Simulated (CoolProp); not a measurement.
C3F8 (R218) along the isobar 0.101 MPa: density (kg/m³) from the reference equation and from simpler models built on Tc = 345.0 K, pc = 2.640 MPa, ω = 0.317; each cubic takes its own stable root.

The numbers come from the reference Helmholtz-energy equation of state, Lemmon 2006 in CoolProp. It is a short technical equation, of lower accuracy than the large ones.

| T (K) | phase | reference |
|---|---|---|
| 173.6 | liquid | 1839 |
| 188.6 | liquid | 1787 |
| 203.5 | liquid | 1734 |
| 218.4 | liquid | 1680 |
| 233.3 | liquid | 1624 |
| 248.2 | gas | 9.616 |
| 263.1 | gas | 8.987 |
| 278.1 | gas | 8.445 |
| 293 | gas | 7.976 |
| 307.9 | gas | 7.561 |
| 322.8 | gas | 7.190 |
| 337.7 | gas | 6.857 |
| 352.6 | gas | 6.554 |
| 367.6 | gas | 6.276 |

Q: How far does each simpler model (Redlich-Kwong, Soave-Redlich-Kwong, Peng-Robinson) lie from the reference over these 14 states: mean and median of the absolute difference, and the worst?

A: 
- Redlich-Kwong: mean 9.8 %, median 0.4 %, worst -99.4 % at 233.3 K and 0.101 MPa
- Soave-Redlich-Kwong: mean 2.0 %, median 0.1 %, worst -6.0 % at 173.6 K and 0.101 MPa
- Peng-Robinson: mean 2.5 %, median 0.2 %, worst +7.2 % at 233.3 K and 0.101 MPa

At some of these states Redlich-Kwong gives the other phase, because its saturation line lies elsewhere.
